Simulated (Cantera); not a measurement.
# Gas-phase reforming

A perfectly stirred reactor is fed with CH4 : H2O = 1 : 0.33 (molar parts), at 4.05 atm; it is held at 2075 K, and followed from long to short residence time.

Cantera simulation using GRI-Mech 3.0 (53 species, 325 reactions); the numbers are that mechanism's predictions, not measurements. GRI-Mech 3.0 stops at C3 and has no aromatics, soot or wall deposition, so with more carbon than oxygen in the feed, carbon stays in small species such as C2H2 where larger ones or solid carbon would form.

```tsv
τ (s)	x CH4	x H2O	x CH2	x CO	x CO2	x HCO
24	0.00904	3.10e-5	5.64e-7	0.125	1.07e-6	1.77e-7
7.8	0.00909	8.94e-5	5.67e-7	0.125	3.09e-6	1.77e-7
2.5	0.00923	0.000272	5.77e-7	0.125	9.41e-6	1.77e-7
0.79	0.00967	0.000849	6.09e-7	0.125	2.92e-5	1.76e-7
0.25	0.0109	0.00262	7.01e-7	0.123	8.93e-5	1.74e-7
0.081	0.0140	0.00757	9.30e-7	0.119	0.000251	1.67e-7
0.026	0.0206	0.0200	1.43e-6	0.108	0.000614	1.54e-7
0.0083	0.0326	0.0448	2.35e-6	0.0869	0.00113	1.33e-7
0.0027	0.0528	0.0799	3.79e-6	0.0583	0.00139	1.18e-7
```
x: mole fraction; the columns are a selection and need not sum to one.
